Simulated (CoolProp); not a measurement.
Vapour-liquid equilibrium of toluene (1) + m-xylene (2) at 0.318 bar; x and y are mole fractions of (1).

The numbers come from the multi-fluid Helmholtz-energy mixture model, Lemmon 2006 and Zhou 2012; pair parameters Bell 2016 in CoolProp.

```csv
x,bubble temperature (°C),y at the bubble point,dew temperature at overall composition x (°C),liquid density (mol/L)
0.05,98.4,0.115,99.7,___
0.15,94.4,___,97.8,7.665
0.25,90.8,0.464,95.7,7.799
0.35,87.6,0.585,93.5,7.934
0.45,___,0.681,91.2,8.068
0.55,___,0.758,88.6,___
0.65,___,0.823,85.7,8.341
0.75,78.4,0.878,82.6,8.481
0.85,___,0.929,79.3,8.624
0.95,75.1,0.976,75.9,8.773
```

### Question
Some entries are withheld; supply them.

### Answer

- 0.05, liquid density (mol/L): 7.531
- 0.15, y at the bubble point: 0.310
- 0.45, bubble temperature (°C): 84.8
- 0.55, bubble temperature (°C): 82.4
- 0.55, liquid density (mol/L): 8.203
- 0.65, bubble temperature (°C): 80.2
- 0.85, bubble temperature (°C): 76.6

No azeotrope shows between x = 0.05 and 0.95.

The pair parameters rest on a limited set of measurements; away from them the model extrapolates.
